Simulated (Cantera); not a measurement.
A freely propagating, adiabatic, planar premixed flame of CH4 : O2 : N2 = 1 : 1.82 : 7.09 (molar parts), equivalence ratio 1.1, unburnt at 548 K and 750 Torr; mixture-averaged transport, grid criteria slope 0.08 and curve 0.16, no radiation.

Computed with Cantera and GRI-Mech 3.0 (53 species, 325 reactions). Burning velocities carry a grid error of a few per cent, more on coarse grids.

Problem. How do the results move with these cheaper or finer settings: unity-Lewis-number transport; multicomponent transport; multicomponent+Soret transport; grid criteria slope 0.5, curve 1; grid criteria slope 0.25, curve 0.5; grid criteria slope 0.03, curve 0.06?

Solution. 
| setting | laminar burning velocity | thermal thickness | peak x(H) | peak x(C2H2) | grid points |
|---|---|---|---|---|---|
| as above | 104 cm/s | 0.355 mm | 0.00977 | 0.000271 | 160 |
| unity-Lewis-number transport | 70.1 cm/s | 0.432 mm | 0.0115 | 0.000197 | 140 |
| multicomponent transport | 104 cm/s | 0.361 mm | 0.00980 | 0.000277 | 160 |
| multicomponent+Soret transport | 103 cm/s | 0.360 mm | 0.00977 | 0.000258 | 160 |
| grid criteria slope 0.5, curve 1 | 111 cm/s | 0.394 mm | 0.0101 | 0.000271 | 44 |
| grid criteria slope 0.25, curve 0.5 | 107 cm/s | 0.368 mm | 0.00997 | 0.000268 | 64 |
| grid criteria slope 0.03, curve 0.06 | 102 cm/s | 0.353 mm | 0.00963 | 0.000272 | 360 |
The base run took roughly 30 core-seconds.
Unity Lewis numbers drop preferential diffusion, which matters most where H2 and H carry the flame; Soret adds thermal diffusion.
